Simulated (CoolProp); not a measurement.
Vapour-liquid equilibrium of p-xylene (1) + n-undecane (2) at 36.95 °C; x and y are mole fractions of (1).

The numbers come from the multi-fluid Helmholtz-energy mixture model, Zhou 2012 and Aleksandrov 2011; pair parameters Bell 2016 in CoolProp.

Problem. Give the bubble pressure and the first vapour's composition at x = 0.05, 0.15, 0.25. Is there an azeotrope?

Solution. x = 0.05: 0.2453 kPa, y = 0.467; x = 0.15: 0.4600 kPa, y = 0.745; x = 0.25: 0.6738 kPa, y = 0.846. No azeotrope shows between x = 0.05 and 0.95.

Pair parameters are fitted to limited data, so mixtures are less certain than the pure fluids.
